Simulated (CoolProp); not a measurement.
Values from CoolProp's reference Helmholtz-energy equation of state, Thol 2016.

Q: Give the vapour pressure (MPa), enthalpy of vaporisation (kJ/kg), vapour Z of saturated hexamethyldisiloxane (MM) at 362.7, 372.7, 377.6 K.

A: 
```csv
T (K),p (MPa),enthalpy of vaporisation (kJ/kg),vapour Z
362.7,0.0729,198,0.950
372.7,0.0985,193,0.938
377.6,0.113,191,0.931
```
